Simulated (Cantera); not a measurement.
Input: 1 mol SiCl4, 7.7 mol H2, at 188 Torr.

These are equilibrium values from Cantera (NASA tables, ideal gas, pure condensed phases), not measurements of a reactor. Candidate condensed phases: Si; 19 gas species. The tables' values for SiCl3 are old estimates; treat these amounts as uncertain. The numbers say what is thermodynamically allowed, not how fast it happens.

log p: log10 of the partial pressure in bar; nothing condenses.

```
T (°C)  log p H2  log p SiCl4  log p HCl  log p SiHCl3  log p SiCl3  log p SiH2Cl2
------  --------  -----------  ---------  ------------  -----------  -------------
250        -0.66        -1.54      -3.83         -3.83       -10.38            ___
325        -0.66        -1.55      -3.39         -3.39        -8.59            ___
400        -0.66        -1.56      -3.05         -3.06        -7.21            ___
475        -0.66        -1.57      -2.79         -2.79        -6.11            ___
550        -0.66        -1.58      -2.58         -2.59        -5.22            ___
625        -0.66        -1.60      -2.40         -2.42        -4.48            ___
700        -0.67        -1.63      -2.26         -2.29        -3.87            ___
775        -0.67        -1.67      -2.13         -2.20        -3.37            ___
```

### Question
Fill in the missing entries.

### Answer

- 250, log p SiH2Cl2: -7.55
- 325, log p SiH2Cl2: -6.54
- 400, log p SiH2Cl2: -5.77
- 475, log p SiH2Cl2: -5.16
- 550, log p SiH2Cl2: -4.66
- 625, log p SiH2Cl2: -4.26
- 700, log p SiH2Cl2: -3.93
- 775, log p SiH2Cl2: -3.68
